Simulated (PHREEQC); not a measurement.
Solution (20 °C): 8.2 mmol/kgw HF, 9.3 mmol/kgw NH4HF2 and 3.5 mmol/kgw H2SiF6. Closed to the air; pH follows from the charge balance.

The numbers come from PHREEQC with the ion-association model, wateq4f.dat.

```csv
quantity,before,after
pH,2.53,2.85
ionic strength (mol/kgw),0.0161,0.0115
HF (mol/kgw),0.0187,0.0154
F- (mol/kgw),0.00524,0.00894
H2F2 (mol/kgw),0.00109,0.000738
HF2- (mol/kgw),0.000361,0.000507
SI of Quartz (SiO2),-4.86,-5.68
```

Q: Which change was made?
(A) H2SiF6 from 0.0035 to 0.0007 mol/kgw
(B) HF left out
(C) diluted 5-fold with water
(D) HF from 0.0082 to 0.0041 mol/kgw
(E) temperature from 20 to 25 °C

A: A, H2SiF6 from 0.0035 to 0.0007 mol/kgw

No solid was allowed to form. SiF6-2 is the database's only silicon fluoride.
